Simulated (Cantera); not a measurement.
Feed: 1 mol B2H6, 0.22 mol NH3, 3.2 mol H2, equilibrated at 14.0 Pa.

Method: chemical equilibrium by Gibbs-energy minimisation in Cantera with the NASA 1993 tables (ideal gas, pure condensed phases). Candidate condensed phases: B, BN; 15 gas species. The feed counts by its element totals alone. Mutual solubility and eutectic melting of coexisting phases are not modelled. The tables' values for BH2 are old estimates; treat these amounts as uncertain. The numbers say what is thermodynamically allowed, not how fast it happens.

log p: log10 of the partial pressure in bar; n: condensed amount in mol.

```tsv
T (K)	log p H2	log p H	log p B	log p N2	log p BH2	n B(s)	n BN(s)
800	-3.85	-13.47	<-15	<-15	-14.82	1.78	0.220
1000	-3.85	-10.57	<-15	<-15	-12.25	1.78	0.220
1200	-3.85	-8.63	<-15	-12.62	-10.55	1.78	0.220
1400	-3.85	-7.24	-13.10	-9.51	-9.34	1.78	0.220
1600	-3.86	-6.19	-10.50	-7.18	-8.44	1.79	0.214
1800	-3.87	[?]	[?]	-5.64	-7.76	2.00	0
2000	-3.92	[?]	[?]	-5.66	-7.25	1.99	0
2200	-4.08	-4.29	-5.56	-5.73	-6.95	1.83	0
2400	-4.53	-4.06	-4.65	-5.91	-7.21	0	0
```

### Question
What belongs in the gaps?

### Answer

- 1800, log p H: -5.38
- 1800, log p B: -8.48
- 2000, log p H: -4.75
- 2000, log p B: -6.88
